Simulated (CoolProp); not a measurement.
A Linde-Hampson liquefier for normal hydrogen: isothermal reversible compression at 250 K from 1 atm to 10 MPa, throttling to 1 atm, return gas leaving the recuperator 5 K below the feed. Each further row changes one setting.

Model: reference Helmholtz-energy equation of state, Leachman 2009, in CoolProp.

```tsv
case	compression work (kJ/kg of gas)
as stated	4800
high pressure 20 MPa	5590
warm-end temperature 280 K	5370
warm-end gap 10 K	4800
```
